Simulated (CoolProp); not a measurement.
Computed with CoolProp (reference Helmholtz-energy equation of state, Tillner-Roth 1997).

**Question.** For CH2F2 (R32), give the phase and the Z, Prandtl number at 280.3 K and 1.37 MPa.

**Answer.** 
- 280.3 K and 1.37 MPa: liquid; Z 0.0296, Prandtl number 1.68

Viscosity comes from a separate model (Bell 2016), an estimate that may be off by 10 % or more. Thermal conductivity comes from a separate model (Huber 2003), an estimate that may be off by 10 % or more.
